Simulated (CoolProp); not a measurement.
Saturation properties of CHF3 (R23) (Tc = 299.3 K, pc = 4832 kPa, ω = 0.263).

Model: reference Helmholtz-energy equation of state, Penoncello 2003, in CoolProp.

```tsv
T (K)	p (kPa)	liquid density (kg/m³)	liquid cp (kJ/(kg K))	surface tension (mN/m)	liquid conductivity (mW/(m K))
233.3	710.5	1269	1.372	9.13	104
237.8	836.5	1247	1.397	8.34	101
242.3	978.6	1225	1.426	7.57	98.6
246.8	1138	1201	1.460	6.82	95.8
251.3	1316	1177	1.499	6.07	93.0
255.8	1515	1151	1.545	5.35	90.1
260.4	1739	1123	1.602	4.62	87.2
264.9	1983	1094	1.671	3.93	84.2
269.4	2251	1063	1.759	3.27	81.2
273.9	2546	1029	1.875	2.63	78.0
278.4	2869	991.7	2.037	2.03	74.6
```

It boils at 191.1 K under 1 atm.

Thermal conductivity comes from a separate model (Shan 2000). Surface tension comes from a separate correlation (Mulero 2012).
